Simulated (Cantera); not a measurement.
Cantera run:

```python
import numpy as np
import cantera as ct

gas_names = [...]  # 109 gases of nasa_gas.yaml made of C, Cl, H, Si
cond_names = """
    C(gr) C6H6(L) C7H8(L) C8H18(L),n-octa Si(cr) Si(L) SiC(b)
""".split()


# ... load() reads the species with a 1 bar reference pressure and builds the phases ...
atoms = {
    'SiH2Cl2': {'Si': 1, 'H': 2, 'CL': 2},
    'H2': {'H': 2},
    'CH4': {'C': 1, 'H': 4},
}
top_T = {'C(gr)': 4500, 'SiC(b)': 3050}  # K; cautious upper limits of use, not melting points


# ... equilibrate(T, P, feed) seeds the gas with the atoms and calls Mixture.equilibrate('TP', solver="vcs", rtol=1e-11, max_steps=5000) ...
results = []
feed = {'SiH2Cl2': 1, 'H2': 10, 'CH4': 0.078}  # mol
T = 1798.15  # K
P = 1333.22  # Pa
mix = equilibrate(T, P, feed)
results.append((T, P, feed, dict(zip(mix.species_names, mix.species_moles))))
print(gas.report(threshold=1e-05))
for i in range(1, mix.n_phases):
    print(f"{mix.phase(i).name:16s} {mix.phase_moles(i):12.5e} mol")
```

Output:

```
       temperature   1798.2 K
          pressure   1333.2 Pa
           density   0.00076918 kg/m^3
  mean mol. weight   8.6255 kg/kmol
   phase of matter   gas

                          1 kg             1 kmol
                     ---------------   ---------------
          enthalpy        3.9187e+06          3.38e+07  J
   internal energy        2.1854e+06         1.885e+07  J
           entropy             27472        2.3696e+05  J/K
    Gibbs function        -4.548e+07       -3.9229e+08  J
 heat capacity c_p            3991.5             34429  J/K
 heat capacity c_v            3027.6             26114  J/K

                      mass frac. Y      mole frac. X     chem. pot. / RT
                     ---------------   ---------------   ---------------
                CL        0.00099589        0.00024232           -26.992
                 H         0.0003321         0.0028418           -11.804
               HCL           0.40781          0.096483           -38.796
                H2           0.20249           0.86637           -23.608
                Si        0.00075494        0.00023186            -5.264
              SiCL         0.0017892         0.0002429           -32.256
             SiCL2           0.38231          0.033314           -59.248
             SiCL3         0.0031626        0.00020292            -86.24
               SiH        9.6395e-05        2.8579e-05           -17.068
              SiH2        8.9322e-05        2.5596e-05           -28.872
     [  +99 minor]        0.00016534        1.3019e-05

C(gr)             0.00000e+00 mol
Si(L)             5.07212e-01 mol
SiC(b)            7.79658e-02 mol
```

Equilibrium computed with Cantera from the NASA thermochemical tables; the gas is ideal and each condensed phase is pure. Mutual solubility and eutectic melting of coexisting phases are not modelled. The tables' values for SiCl, SiCl3 are old estimates; treat these amounts as uncertain. Gases not in the tables: Si2H6 and higher silanes.
